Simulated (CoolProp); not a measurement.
Properties of R407C along the isotherm 232.5 K.

Values from CoolProp's reference Helmholtz-energy equation of state, Lemmon 2003. It is a pseudo-pure fit of the blend.

```csv
p (MPa),phase,Joule-Thomson coefficient (K/MPa),expansivity (1/kK),Prandtl number,fugacity coefficient
0.463,liquid,-0.2631,2.257,4.02,0.2081
0.926,liquid,-0.2648,2.245,4.03,0.1056
1.39,liquid,-0.2664,2.232,4.03,0.07143
1.85,liquid,-0.2680,2.220,4.04,0.05448
2.32,liquid,-0.2696,2.208,4.05,0.04411
2.78,liquid,-0.2711,2.196,4.06,0.03736
3.24,liquid,-0.2726,2.185,4.07,0.03254
3.71,liquid,-0.2741,2.173,4.07,0.02885
4.17,liquid,-0.2756,2.162,4.08,0.02605
4.63,liquid,-0.2770,2.151,4.09,0.02381
5.09,liquid,-0.2784,2.141,4.10,0.02199
5.56,liquid,-0.2798,2.130,4.11,0.02043
6.02,liquid,-0.2812,2.120,4.11,0.01915
6.48,liquid,-0.2825,2.109,4.12,0.01806
6.95,liquid,-0.2838,2.099,4.13,0.01710
```

Viscosity comes from a separate model (Geller 2000). Thermal conductivity comes from a separate model (Geller 2001).
